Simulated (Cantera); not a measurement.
Input (Python, Cantera):

```python
import numpy as np
import cantera as ct

gas = ct.Solution("h2o2.yaml")
gas.TPX = 575, 500000, {'H2': 0.76, 'O2': 0.25, 'N2': 0.94}
flame = ct.FreeFlame(gas, width=0.013)
flame.set_refine_criteria(ratio=3, slope=0.08, curve=0.16)
flame.transport_model = "mixture-averaged"
flame.solve(loglevel=0, auto=True)
z, T = flame.grid, flame.T
thick = (T[-1] - T[0]) / np.gradient(T, z).max()
show = ['H2', 'O2', 'H2O', 'OH', 'O', 'HO2']
print(f"laminar burning velocity  {flame.velocity[0] * 100:.3f} cm/s")
print(f"burnt temperature         {T[-1]:.1f} K")
print(f"thermal thickness         {thick * 1e3:.4f} mm")
print(f"grid points               {len(z)}")
z0 = z[flame.heat_release_rate.argmax()]
print(f"{'z/mm':>9s}{'T/K':>9s}{'u/(m/s)':>9s}" + "".join(f"{s:>11s}" for s in show))
rows = []
for k in (-3, -2, -1.5, -1, -0.5, -0.25, 0, 0.25, 0.5, 1, 2, 4, 8):
    zz = z0 + k * thick
    rows.append([k * thick, np.interp(zz, z, T), np.interp(zz, z, flame.velocity),
                 *(np.interp(zz, z, flame.X[gas.species_index(s)]) for s in show)])
    print(f"{rows[-1][0] * 1e3:9.3f}{rows[-1][1]:9.1f}{rows[-1][2]:9.3f}" + "".join(f"{x:11.3e}" for x in rows[-1][3:]))
```

Result:

```
laminar burning velocity  862.176 cm/s
burnt temperature         2462.9 K
thermal thickness         0.0550 mm
grid points               111
     z/mm      T/K  u/(m/s)         H2         O2        H2O         OH          O        HO2
   -0.165    575.0    8.622  3.897e-01  1.282e-01  5.835e-11  5.998e-15  2.013e-13  1.404e-11
   -0.110    575.0    8.622  3.897e-01  1.282e-01  2.319e-09  3.868e-13  1.299e-11  6.835e-10
   -0.083    575.0    8.622  3.897e-01  1.282e-01  6.893e-08  1.543e-11  5.142e-10  2.645e-08
   -0.055    575.3    8.622  3.894e-01  1.283e-01  1.504e-06  5.208e-10  1.351e-08  7.351e-07
   -0.028    608.8    9.023  3.812e-01  1.291e-01  1.133e-03  4.532e-05  8.699e-06  4.568e-04
   -0.014    882.9   12.672  3.429e-01  1.226e-01  2.467e-02  1.136e-03  3.110e-04  7.410e-04
    0.000   1341.2   18.644  2.605e-01  8.942e-02  1.007e-01  3.004e-03  2.665e-03  3.293e-04
    0.014   1676.9   23.010  1.799e-01  4.049e-02  1.932e-01  6.732e-03  4.732e-03  1.348e-04
    0.028   1850.3   25.221  1.440e-01  1.521e-02  2.405e-01  9.184e-03  4.297e-03  4.819e-05
    0.055   2008.2   27.139  1.327e-01  3.994e-03  2.637e-01  1.050e-02  3.132e-03  1.231e-05
    0.110   2149.1   28.772  1.362e-01  1.759e-03  2.726e-01  9.770e-03  1.938e-03  5.420e-06
    0.220   2265.6   30.073  1.404e-01  8.974e-04  2.796e-01  7.869e-03  1.002e-03  2.738e-06
    0.440   2353.1   31.024  1.437e-01  3.904e-04  2.854e-01  5.614e-03  4.351e-04  1.166e-06
```

Computed with Cantera and the H2/O2 subset of GRI-Mech 3.0, which has no nitrogen chemistry. The hydrogen kinetics of GRI-Mech 3.0 are dated; newer H2 mechanisms differ, most at raised pressure. Burning velocities carry a grid error of a few per cent, more on coarse grids.
